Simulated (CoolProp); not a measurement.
A simple Rankine cycle with R124: condensing at 303.15 K, boiler at 1.18 MPa, turbine inlet 469 K, turbine efficiency 0.6, pump efficiency 0.7, no recuperator. Each further row changes one setting.

Values from CoolProp's reference Helmholtz-energy equation of state, de Vries 1995.

```tsv
case	thermal efficiency (%)	net work (kJ/kg)	heat in (kJ/kg)	turbine exit temperature (K)	volume ratio over the turbine
as stated	5.1	14.6	284	…	2.63
condensing temperature 295.15 K	6.3	18.3	293	443.7	3.34
boiler pressure 0.826 MPa	3.4	…	286	456.3	…
turbine efficiency 0.5	4.2	12.1	284	451.1	2.65
```

Q: Some entries are withheld; supply them.

A: 
- as stated, turbine exit temperature (K): 448.4
- boiler pressure 0.826 MPa, net work (kJ/kg): 9.59
- boiler pressure 0.826 MPa, volume ratio over the turbine: 1.84
